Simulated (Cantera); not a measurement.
Charge: 1 mol CO, 0.14 mol CO2, 1.5 mol H2, held at 63.0 mbar.

Equilibrium computed with Cantera from the NASA thermochemical tables; the gas is ideal and each condensed phase is pure. Candidate condensed phases: C, C6H6, C7H8, C8H18, H2O; 131 gas species. Ions and electrons are included (thermal ionisation). Equilibrium is a limit: real reactors are often held back by kinetics, nucleation or transport.

At 2500 K, list the 4 most abundant gas species with their mole fractions, and the condensed phases.

H2 0.470, CO 0.411, H 0.0686, H2O 0.0436. Condensed: gas only.
